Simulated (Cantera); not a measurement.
Gas mixture: N2 = 0.15 (molar parts), at 2780 Torr, frozen composition.

Cantera's kinetic-theory transport with the Lennard-Jones parameters of GRI-Mech 3.0, ideal gas; thermal conductivity in the mixture-averaged form.

One state of this run: ρ (kg/m³) = 0.756; cp (J/kg/K) = 1258; μ (µPa s) = 57.4; λ (mW/m/K) = 102; Pr = 0.705; D (cm²/s) N2 = 0.000; D (cm²/s) CO2 = 0.824; D (cm²/s) CH3 = 1.13. D: mixture-averaged diffusion coefficient of that species in the mixture.

Task: Which value of T (K) does it belong to?
A. 650
B. 1150
C. 900
D. 1650

Result: D, 1650
